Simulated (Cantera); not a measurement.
Input: 1 mol CO, 0.34 mol O2, 6.1 mol H2, at 0.370 bar.

Equilibrium computed with Cantera from the NASA thermochemical tables; the gas is ideal and each condensed phase is pure. Candidate condensed phases: C, C6H6, C7H8, C8H18, H2O; 110 gas species. Rates play no part.

Q: At 652 °C, list the 5 most abundant gas species with their mole fractions, and the condensed phases.

A: H2 0.758, CO 0.100, H2O 0.0954, CO2 0.0255, CH4 0.0211. Condensed: gas only.
